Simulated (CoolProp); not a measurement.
R115 along the isotherm 500 K: Z from the reference equation and from simpler models built on Tc = 353.1 K, pc = 3.129 MPa, ω = 0.248; each cubic takes its own stable root.

Model: reference Helmholtz-energy equation of state, Lemmon 2016, in CoolProp.

```
p (MPa)  phase  reference  Pitzer virial  van der Waals  Redlich-Kwong  Soave-Redlich-Kwong  Peng-Robinson
-------  -----  ---------  -------------  -------------  -------------  -------------------  -------------
0.0978     gas     0.9971         0.9970         0.9962         0.9963               0.9973         0.9965
0.196      gas     0.9941         0.9941         0.9923         0.9926               0.9945         0.9929
0.293      gas     0.9912         0.9911         0.9885         0.9890               0.9918         0.9895
0.391      gas     0.9883         0.9882         0.9846         0.9853               0.9891         0.9860
0.489      gas     0.9853         0.9852         0.9807         0.9816               0.9864         0.9825
0.587      gas     0.9824         0.9822         0.9768         0.9779               0.9837         0.9790
0.685      gas     0.9795         0.9792         0.9729         0.9742               0.9810         0.9756
0.782      gas     0.9766         0.9763         0.9690         0.9706               0.9783         0.9722
0.88       gas     0.9737         0.9733         0.9651         0.9669               0.9757         0.9688
0.978      gas     0.9707         0.9704         0.9611         0.9633               0.9730         0.9655
1.08       gas     0.9677         0.9673         0.9570         0.9594               0.9703         0.9620
1.17       gas     0.9650         0.9645         0.9533         0.9561               0.9679         0.9589
1.27       gas     0.9620         0.9615         0.9493         0.9524               0.9652         0.9555
1.37       gas     0.9591         0.9585         0.9452         0.9486               0.9626         0.9522
1.47       gas     0.9561         0.9555         0.9411         0.9449               0.9600         0.9489
1.56       gas     0.9534         0.9527         0.9374         0.9416               0.9576         0.9459
```
